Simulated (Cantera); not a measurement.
A perfectly stirred reactor is fed with C3H8 : O2 : N2 = 1 : 5 : 39.5 (molar parts), equivalence ratio 1.0, at 5.00 bar; it is adiabatic with a 300 K inlet, and is followed from long to short residence time, starting on the burning branch (τ in s: 0.12, 0.033, 0.0094, 0.0027, 0.00077, 0.00022, 6.3e-05, 1.8e-05, 5.1e-06).

Cantera simulation using GRI-Mech 3.0 (53 species, 325 reactions); the numbers are that mechanism's predictions, not measurements. GRI-Mech 3.0 was tuned for natural gas; its chemistry of propane as a main component is partial and can be far from experiment.

Question: What does this change do: 3 parts CO2 added?

Answer: 
| quantity | before | after |
|---|---|---|
| blow-out, bracketed by the residence times tried | burning at 9.40 ms, out at 2.70 ms | burning at 33.0 ms, out at 9.40 ms |
| x(C3H8) at τ = 0.120 s | 1.36e-6 | 2.78e-6 |
| x(O2) at τ = 0.120 s | 0.00117 | 0.00149 |
| x(HO2) at τ = 0.120 s | 1.02e-6 | 1.80e-6 |
| x(C2H4) at τ = 0.120 s | 5.47e-6 | 1.10e-5 |
| x(CO2) at τ = 0.120 s | 0.0628 | 0.119 |
| x(C3H8) at τ = 0.770 ms | 0.0220 | 0.0206 |
| x(O2) at τ = 0.770 ms | 0.110 | 0.103 |
| x(HO2) at τ = 0.770 ms | <1e-12 | <1e-12 |
| x(C2H4) at τ = 0.770 ms | <1e-12 | <1e-12 |
| x(CO2) at τ = 0.770 ms | <1e-12 | 0.0619 |
